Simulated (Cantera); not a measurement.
Input (Python, Cantera):

```python
import numpy as np
import cantera as ct

gas = ct.Solution("gri30.yaml")


def delay(T, t_max=10):
    gas.TPX = T, 40000, {'CH4': 1, 'O2': 1.54, 'N2': 5.78}
    reactor = ct.IdealGasReactor(gas, clone=False)
    net = ct.ReactorNet([reactor])
    net.rtol, net.atol = 1e-8, 1e-16
    while net.time < t_max:
        t_old, T_old = net.time, reactor.T
        net.step()
        if reactor.T > T + 400:  # ignition: a rise of 400 K
            return t_old + (T + 400 - T_old) / (reactor.T - T_old) * (net.time - t_old)
    return np.nan


taus = []
for T in [1023, 1073, 1123, 1173, 1223, 1273, 1323, 1373, 1423]:
    taus.append(delay(T))
    print(f"T0 = {T:6g} K   tau = {taus[-1]:.4e} s")
```

Result:

```
T0 =   1023 K   tau = 1.9955e+00 s
T0 =   1073 K   tau = 8.1860e-01 s
T0 =   1123 K   tau = 3.5283e-01 s
T0 =   1173 K   tau = 1.5932e-01 s
T0 =   1223 K   tau = 7.5104e-02 s
T0 =   1273 K   tau = 3.6866e-02 s
T0 =   1323 K   tau = 1.8826e-02 s
T0 =   1373 K   tau = 1.0014e-02 s
T0 =   1423 K   tau = 5.5638e-03 s
```

Computed with Cantera and GRI-Mech 3.0 (53 species, 325 reactions).
